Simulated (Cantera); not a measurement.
Mixture: 5.95 % CH₄, 11.9 % O₂, 44.7 % N₂, 37.5 % H₂O, equivalence ratio 1.0, at 9.38 atm, adiabatic and at constant pressure. Ignition delay is the time to a rise of 400 K.

Model: GRI-Mech 3.0 (53 species, 325 reactions), integrated in Cantera.

Predict: delay at 1075 K; delay at 1175 K; delay at 1275 K; delay at 1375 K; apparent activation energy between 1325 and 1425 K.


| Quantity | Value |
|---|---|
| delay at 1075 K | 35.2 ms |
| delay at 1175 K | 9.38 ms |
| delay at 1275 K | 3.18 ms |
| delay at 1375 K | 1.22 ms |
| apparent activation energy between 1325 and 1425 K | 150 kJ/mol |
